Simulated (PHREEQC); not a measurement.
0.2 g of hydrous ferric oxide (600 m²/g; 0.2 weak and 0.005 strong sites per Fe, Dzombak-Morel constants, diffuse double layer) in 1 kg of water with 0.05 mol/kgw of an inert sodium salt and 7.4e-05 mol/kgw MgCl2, at 25 °C; the pH is set by adding NaOH or the inert anion's acid. O2 is buffered at 0.21 atm. No CO2 enters from the air. Precipitation was switched off in this run.

Model: ion-association model, wateq4f.dat, run in PHREEQC.

| pH | Mg sorbed (%) | surface charge σ (C/m²) | surface potential ψ (mV) |
|---|---|---|---|
| 4 | 0.0 | 0.294 | 160 |
| 4.67 | 0.0 | 0.219 | 145 |
| 5.33 | 0.0 | 0.146 | 124 |
| 6 | 0.0 | 0.089 | 99 |
| 6.67 | 0.1 | … | 71 |
| 7.33 | 1.9 | 0.022 | 40 |
| 8 | 22.1 | 0.005 | 9 |
| 8.67 | 74.9 | … | -16 |
| 9.33 | 97.3 | … | -44 |
| 10 | 99.8 | -0.053 | -75 |
| 10.67 | 100.0 | -0.094 | -102 |
| 11.33 | 100.0 | -0.148 | -123 |
| 12 | 100.0 | -0.206 | -136 |

**Question.** Fill in the missing entries.

**Answer.** 
- 6.67, surface charge σ (C/m²): 0.049
- 8.67, surface charge σ (C/m²): -0.008
- 9.33, surface charge σ (C/m²): -0.025

Species that the database lacks are ignored.
